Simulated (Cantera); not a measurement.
What does this Cantera script print?

```python
import numpy as np
import cantera as ct

gas_names = """
    H HNO HNO2 HNO3 HO2 H2 H2O H2O2 N NH NH2 NH3 NH2OH NO NO2 NO3 N2 N2H2 N2H4 N2O O OH O2 O3 V VN VO
    VO2
""".split()
cond_names = """
    H2O(s) H2O(L) V(cr) V(L) VN(s) VO(s) VO(L) V2O3(s) V2O3(L) V2O4(I) V2O4(II) V2O4(L) V2O5(s) V2O5(L)
""".split()


# ... load() reads the species with a 1 bar reference pressure and builds the phases ...
atoms = {
    'V': {'V': 1},
    'H2O': {'H': 2, 'O': 1},
    'N2': {'N': 2},
}
top_T = {'VN(s)': 2300}  # K; cautious upper limits of use, not melting points


# ... equilibrate(T, P, feed) seeds the gas with the atoms and calls Mixture.equilibrate('TP', solver="vcs", rtol=1e-11, max_steps=5000) ...
results = []
feed = {'V': 1, 'H2O': 1.3, 'N2': 0.38}  # mol
T = 1073.15  # K
for P in [0.1, 0.6, 3.6, 22, 130, 770, 4600, 28000, 170000, 1000000]:
    mix = equilibrate(T, P, feed)
    results.append((T, P, feed, dict(zip(mix.species_names, mix.species_moles))))

top = {s: max(r[3][s] / sum(r[3][g] for g in gas_names) for r in results) for s in gas_names}
cols = sorted((s for s in top if top[s] > 0.001), key=lambda s: -top[s])[:9]
seen = [c for c in cond_names if any(r[3].get(c, 0) > 1e-12 for r in results)]
print("log10 of partial pressures in bar; condensed amounts in mol")
print(f"{'P/Pa':>10s}" + "".join(f"{s[:9]:>10s}" for s in cols + seen))
for T, P, feed, n in results:
    ng = sum(n[g] for g in gas_names)
    print(f"{P:10.4g}" + "".join(f"{np.log10(max(n[s] / ng * P / 1e5, 1e-99)):10.3f}" for s in cols)
          + "".join(f"{n.get(c, 0):10.4g}" for c in seen))
```

Result:

```
log10 of partial pressures in bar; condensed amounts in mol
      P/Pa        H2        N2       H2O       NH3     VN(s)     VO(s)   V2O3(s)
       0.1    -6.111    -6.646    -9.998   -15.922         0    0.4003    0.2998
       0.6    -5.333    -5.867    -9.219   -14.366         0    0.4003    0.2998
       3.6    -4.538    -5.155    -8.332   -12.816    0.1335         0    0.4333
        22    -3.751    -4.369    -7.284   -11.244    0.1336         0    0.4332
       130    -2.980    -3.598    -6.256    -9.701    0.1338         0    0.4331
       770    -2.208    -2.826    -5.226    -8.156    0.1342         0    0.4329
      4600    -1.432    -2.050    -4.191    -6.604    0.1348         0    0.4326
   2.8e+04    -0.648    -1.266    -3.146    -5.036    0.1361         0     0.432
   1.7e+05     0.135    -0.484    -2.103    -3.472    0.1383         0    0.4308
     1e+06     0.902     0.282    -1.080    -1.937    0.1423         0    0.4289
```

Method: chemical equilibrium by Gibbs-energy minimisation in Cantera with the NASA 1993 tables (ideal gas, pure condensed phases). Mutual solubility and eutectic melting of coexisting phases are not modelled. VN, VO: taken at fixed stoichiometry. Condensed phases not in the tables: the oxides between V2O3 and V2O5 other than VO2, solid solutions among these carbides, nitrides and lower oxides, V2N.
